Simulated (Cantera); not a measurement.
Feed: 1 mol MgSO4, 8.4 mol CO2, 7.1 mol O2, at 1302 °C and 0.190 bar.

Equilibrium computed with Cantera from the NASA thermochemical tables; the gas is ideal and each condensed phase is pure. Candidate condensed phases: C, Mg, MgCO3, MgO, MgS, MgSO4, S; 26 gas species. The numbers say what is thermodynamically allowed, not how fast it happens.

Base state: CO2 0.494, O2 0.447, SO2 0.0584, SO3 0.000442, CO 2.42e-5, O 1.64e-5 (mole fractions); condensed: MgO(s).

Problem. What changes in the equilibrium state with this change: CO2 from 8.4 to 0.47 mol?

Solution. 
| species | before | after |
|---|---|---|
| O2 | 0.447 | 0.838 |
| SO2 | 0.0584 | 0.109 |
| CO2 | 0.494 | 0.0518 |
| CO | 2.42e-5 | 1.85e-6 |
| SO3 | 0.000442 | 0.00113 |
| MgO(s), mol | 1.00 | 1.00 |

Problem. What changes in the equilibrium state with this change: CO2 from 8.4 to 0.051 mol?

Solution. 
| species | before | after |
|---|---|---|
| O2 | 0.447 | 0.878 |
| SO2 | 0.0584 | 0.114 |
| CO2 | 0.494 | 0.00590 |
| CO | 2.42e-5 | 2.06e-7 |
| SO3 | 0.000442 | 0.00121 |
| O | 1.64e-5 | 2.30e-5 |
| MgO(s), mol | 1.00 | 1.00 |
